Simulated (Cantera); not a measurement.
A Cantera script and its output.

```python
import numpy as np
import cantera as ct

gas = ct.Solution("gri30.yaml")


def delay(T, t_max=10):
    gas.TPX = T, 380000, {'CH4': 1, 'CO': 0.47, 'O2': 2.38, 'N2': 8.94}
    reactor = ct.IdealGasReactor(gas, clone=False)
    net = ct.ReactorNet([reactor])
    net.rtol, net.atol = 1e-8, 1e-16
    while net.time < t_max:
        t_old, T_old = net.time, reactor.T
        net.step()
        if reactor.T > T + 400:  # ignition: a rise of 400 K
            return t_old + (T + 400 - T_old) / (reactor.T - T_old) * (net.time - t_old)
    return np.nan


taus = []
for T in [1100, 1200, 1300, 1400, 1500, 1600, 1700]:
    taus.append(delay(T))
    print(f"T0 = {T:6g} K   tau = {taus[-1]:.4e} s")
```

Result:

```
T0 =   1100 K   tau = 7.7034e-02 s
T0 =   1200 K   tau = 1.6406e-02 s
T0 =   1300 K   tau = 4.1579e-03 s
T0 =   1400 K   tau = 1.2153e-03 s
T0 =   1500 K   tau = 4.0501e-04 s
T0 =   1600 K   tau = 1.5426e-04 s
T0 =   1700 K   tau = 6.7098e-05 s
```

Detailed kinetics in Cantera: GRI-Mech 3.0 (53 species, 325 reactions).
